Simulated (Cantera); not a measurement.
**Low-pressure radical oxidation in H2/O2**

An isothermal, constant-pressure homogeneous reactor starts with 2.63 % H₂, 97.4 % O₂, equivalence ratio 0.013, at 1175 K and 0.00190 bar.

Computed with Cantera and GRI-Mech 3.0 (53 species, 325 reactions). Radical loss at walls, strong at low pressure, is not modelled.

```
t (s)         x H₂   x O₂       x O      x OH     x H₂O
--------  --------  -----  --------  --------  --------
0.000300    0.0263  0.974  2.09e-10  1.98e-10  2.35e-11
0.000911    0.0263  0.974   1.37e-9   1.17e-9  4.54e-10
0.00277     0.0263  0.974   1.02e-8   7.28e-9   8.05e-9
0.00840     0.0263  0.974   3.32e-7   2.19e-7   4.08e-7
0.0255      0.0203  0.969   0.00337   0.00189   0.00447
0.0775    0.000265  0.951    0.0203   0.00181    0.0237
0.235     0.000250  0.952    0.0193   0.00176    0.0239
0.714     0.000217  0.955    0.0165   0.00164    0.0243
2.17      0.000146  0.961    0.0108   0.00135    0.0251
6.59       5.72e-5  0.969   0.00414  0.000848    0.0260
20.0       1.17e-5  0.972  0.000838  0.000385    0.0264
```
x: mole fraction; the columns are a selection and need not sum to one.

Equilibrium at this temperature and pressure: H₂ 4.66e-9, O₂ 0.973, O 3.33e-7, OH 7.70e-6, H₂O 0.0266 (gas phase only).
